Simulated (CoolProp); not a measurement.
Vapour-liquid equilibrium of R227EA (1) + isobutene (2) at 192.8 K; x and y are mole fractions of (1).

The numbers come from the multi-fluid Helmholtz-energy mixture model, Lemmon 2016 and Lemmon 2005; pair parameters Bell 2016 in CoolProp.

```json
[
 {"x": "0.05", "bubble pressure, mixture model (kPa)": "2.114", "bubble pressure, Raoult's law (kPa)": "1.565", "y, mixture model": "0.303", "y, Raoult's law": "0.064"},
 {"x": "0.15", "bubble pressure, mixture model (kPa)": "2.652", "bubble pressure, Raoult's law (kPa)": "1.611", "y, mixture model": "0.479", "y, Raoult's law": "0.187"},
 {"x": "0.25", "bubble pressure, mixture model (kPa)": "2.815", "bubble pressure, Raoult's law (kPa)": "1.657", "y, mixture model": "0.527", "y, Raoult's law": "0.302"},
 {"x": "0.35", "bubble pressure, mixture model (kPa)": "2.851", "bubble pressure, Raoult's law (kPa)": "1.703", "y, mixture model": "0.539", "y, Raoult's law": "0.412"},
 {"x": "0.45", "bubble pressure, mixture model (kPa)": "2.855", "bubble pressure, Raoult's law (kPa)": "1.749", "y, mixture model": "0.541", "y, Raoult's law": "0.515"},
 {"x": "0.55", "bubble pressure, mixture model (kPa)": "2.856", "bubble pressure, Raoult's law (kPa)": "1.795", "y, mixture model": "0.545", "y, Raoult's law": "0.614"},
 {"x": "0.65", "bubble pressure, mixture model (kPa)": "2.847", "bubble pressure, Raoult's law (kPa)": "1.842", "y, mixture model": "0.557", "y, Raoult's law": "0.707"},
 {"x": "0.75", "bubble pressure, mixture model (kPa)": "2.795", "bubble pressure, Raoult's law (kPa)": "1.888", "y, mixture model": "0.591", "y, Raoult's law": "0.796"},
 {"x": "0.85", "bubble pressure, mixture model (kPa)": "2.638", "bubble pressure, Raoult's law (kPa)": "1.934", "y, mixture model": "0.667", "y, Raoult's law": "0.880"},
 {"x": "0.95", "bubble pressure, mixture model (kPa)": "2.287", "bubble pressure, Raoult's law (kPa)": "1.980", "y, mixture model": "0.835", "y, Raoult's law": "0.961"}
]
```

The largest gap from Raoult's law is +69.9 % in bubble pressure, at x = 0.25. y crosses x between x = 0.45 and 0.55: the model has an azeotrope there.

The pair parameters rest on a limited set of measurements; away from them the model extrapolates. With so large a gap from Raoult's law the liquid may split in two, which this calculation doesn't test in full.
